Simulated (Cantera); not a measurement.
Reactions in the system C-Cl-Fe

Standard-state values (1 bar) from the NASA 1993 polynomials, evaluated with Cantera. Values are per mole of reaction as written; species without (g) are pure solids or liquids, kept so even where they would boil at 1 bar.

4 FeCl2 + CCl4(g) → 2 Fe2Cl6(g) + C

| T (K) | ΔH° (kJ) | ΔS° (J/K) | ΔG° (kJ) | log10 K | condensed phases |
|---|---|---|---|---|---|
| 300 | 154.3 | 297.5 | 65.1 | -11.33 | FeCl2(s), C(graphite) |
| 1125 | -75.2 | 36.2 | -115.8 | 5.38 | FeCl2(l), C(graphite) |
| 1175 | -81.5 | 30.6 | -117.5 | 5.22 | FeCl2(l), C(graphite) |
| 1225 | -87.9 | 25.3 | -118.9 | 5.07 | FeCl2(l), C(graphite) |
| 1275 | -94.3 | 20.2 | -120.0 | 4.92 | FeCl2(l), C(graphite) |
| 1325 | -100.6 | 15.3 | -120.9 | 4.77 | FeCl2(l), C(graphite) |
| 1375 | -107.0 | 10.6 | -121.6 | 4.62 | FeCl2(l), C(graphite) |
| 1425 | -113.3 | 6.1 | -122.0 | 4.47 | FeCl2(l), C(graphite) |
| 1475 | -119.6 | 1.7 | -122.2 | 4.33 | FeCl2(l), C(graphite) |
| 1525 | -126.0 | -2.5 | -122.2 | 4.18 | FeCl2(l), C(graphite) |
| 1575 | -132.3 | -6.6 | -122.0 | 4.04 | FeCl2(l), C(graphite) |
| 1625 | -138.6 | -10.5 | -121.5 | 3.91 | FeCl2(l), C(graphite) |
